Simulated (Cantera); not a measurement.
Feed: 1 mol B2H6, 3.7 mol NH3, 0.68 mol H2, at 2273 K and 1.00 bar.

These are equilibrium values from Cantera (NASA tables, ideal gas, pure condensed phases), not measurements of a reactor. Candidate condensed phases: B, BN; 15 gas species. The feed counts by its element totals alone. The tables' values for BH2 are old estimates; treat these amounts as uncertain. Gases not in the tables: B2H6 and higher boranes. Equilibrium is a limit: real reactors are often held back by kinetics, nucleation or transport.

Base state: H2 0.907, N2 0.0842, H 0.00800, BH2 0.000376, BH3 1.29e-5 (mole fractions); condensed: BN(s).

Problem. What changes in the equilibrium state with this change: temperature from 2273 K to 1575 K?

Solution. 
| species | before | after |
|---|---|---|
| H2 | 0.907 | 0.916 |
| N2 | 0.0842 | 0.0843 |
| H | 0.00800 | 3.98e-5 |
| BH2 | 0.000376 | 1.25e-8 |
| BH3 | 1.29e-5 | 4.99e-9 |
| NH3 | 3.38e-6 | 1.27e-5 |
| BN(s), mol | 2.00 | 2.00 |

Problem. What changes in the equilibrium state with this change: pressure from 1.00 bar to 0.250 bar?

Solution. 
| species | before | after |
|---|---|---|
| H2 | 0.907 | 0.899 |
| N2 | 0.0842 | 0.0840 |
| H | 0.00800 | 0.0159 |
| BH2 | 0.000376 | 0.000746 |
| B | 1.61e-6 | 1.29e-5 |
| BH3 | 1.29e-5 | 1.27e-5 |
| BN(s), mol | 2.00 | 1.99 |
